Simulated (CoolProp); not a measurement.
R227EA along the isobar 11.1 MPa: density (kg/m³) from the reference equation and from simpler models built on Tc = 374.9 K, pc = 2.925 MPa, ω = 0.358; each cubic takes its own stable root.

Values from CoolProp's reference Helmholtz-energy equation of state, Lemmon 2016.

```
T (K)          phase  reference
-----  -------------  ---------
172.4         liquid       1822
187.9         liquid       1780
203.4         liquid       1737
218.9         liquid       1694
234.4         liquid       1650
249.9         liquid       1604
265.4         liquid       1558
280.9         liquid       1510
296.4         liquid       1461
312           liquid       1409
327.5         liquid       1355
343           liquid       1298
358.5         liquid       1237
374           liquid       1172
389.5  supercritical       1103
405    supercritical       1029
```

Question: How far does each simpler model (van der Waals, Redlich-Kwong, Soave-Redlich-Kwong, Peng-Robinson) lie from the reference over these 16 states: mean and median of the absolute difference, and the worst?

Answer: 
- van der Waals: mean 33.5 %, median 34.8 %, worst -39.2 % at 172.4 K and 11.1 MPa
- Redlich-Kwong: mean 9.7 %, median 9.9 %, worst -11.3 % at 172.4 K and 11.1 MPa
- Soave-Redlich-Kwong: mean 7.8 %, median 7.6 %, worst -9.9 % at 405 K and 11.1 MPa
- Peng-Robinson: mean 3.3 %, median 3.7 %, worst +5.0 % at 280.9 K and 11.1 MPa
